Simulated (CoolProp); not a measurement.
Vapour-liquid equilibrium of R114 (1) + n-pentane (2) at 362.1 K; x and y are mole fractions of (1).

Values from CoolProp's multi-fluid Helmholtz-energy mixture model, Platzer 1990 and Thol 2019; pair parameters Bell 2016. This equation is an older, rougher fit; its heat capacities, sound speeds and derivatives of the liquid may be far off and weren't checked against measurements.

```
x      bubble pressure, mixture model (bar)  bubble pressure, Raoult's law (bar)  y, mixture model  y, Raoult's law
-----  ------------------------------------  -----------------------------------  ----------------  ---------------
0.05                                  5.132                                4.925             0.135            0.115
0.125                                   ___                                5.429               ___            0.260
0.2                                   6.570                                5.933             0.398            0.381
0.275                                 7.194                                6.437               ___            0.483
0.35                                  7.763                                6.940             0.558            0.570
0.425                                 8.287                                7.444             0.619            0.646
0.5                                     ___                                7.948             0.674            0.711
0.575                                 9.221                                8.452             0.724            0.769
0.65                                  9.644                                8.955               ___            0.821
0.725                                   ___                                9.459             0.817            0.867
0.8                                     ___                                9.963               ___            0.908
0.875                                 10.77                                10.47             0.912            0.945
0.95                                  11.10                                10.97             0.963            0.979
```

Q: What belongs in the gaps?

A: 
- 0.125, bubble pressure, mixture model (bar): 5.885
- 0.125, y, mixture model: 0.286
- 0.275, y, mixture model: 0.486
- 0.5, bubble pressure, mixture model (bar): 8.770
- 0.65, y, mixture model: 0.771
- 0.725, bubble pressure, mixture model (bar): 10.04
- 0.8, bubble pressure, mixture model (bar): 10.42
- 0.8, y, mixture model: 0.864

The largest gap from Raoult's law is +11.9 % in bubble pressure, at x = 0.35. No azeotrope shows between x = 0.05 and 0.95.

The pair parameters rest on a limited set of measurements; away from them the model extrapolates.
